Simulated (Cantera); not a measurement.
A Cantera script and its output.

```python
import numpy as np
import cantera as ct

gas = ct.Solution("gri30.yaml")


def delay(T, t_max=10):
    gas.TPX = T, 2300000, {'CH4': 1, 'CO': 0.042, 'O2': 4.7, 'N2': 17.7}
    reactor = ct.IdealGasReactor(gas, clone=False)
    net = ct.ReactorNet([reactor])
    net.rtol, net.atol = 1e-8, 1e-16
    while net.time < t_max:
        t_old, T_old = net.time, reactor.T
        net.step()
        if reactor.T > T + 400:  # ignition: a rise of 400 K
            return t_old + (T + 400 - T_old) / (reactor.T - T_old) * (net.time - t_old)
    return np.nan


taus = []
for T in [1225, 1275, 1325, 1375, 1425, 1475, 1525, 1575, 1625, 1675]:
    taus.append(delay(T))
    print(f"T0 = {T:6g} K   tau = {taus[-1]:.4e} s")
```

Result:

```
T0 =   1225 K   tau = 1.0869e-03 s
T0 =   1275 K   tau = 6.0270e-04 s
T0 =   1325 K   tau = 3.4847e-04 s
T0 =   1375 K   tau = 2.0875e-04 s
T0 =   1425 K   tau = 1.2895e-04 s
T0 =   1475 K   tau = 8.1863e-05 s
T0 =   1525 K   tau = 5.3265e-05 s
T0 =   1575 K   tau = 3.5448e-05 s
T0 =   1625 K   tau = 2.4088e-05 s
T0 =   1675 K   tau = 1.6693e-05 s
```

Cantera simulation using GRI-Mech 3.0 (53 species, 325 reactions); the numbers are that mechanism's predictions, not measurements. The pressure lies above the range GRI-Mech 3.0 was tuned for (to about 10 atm).
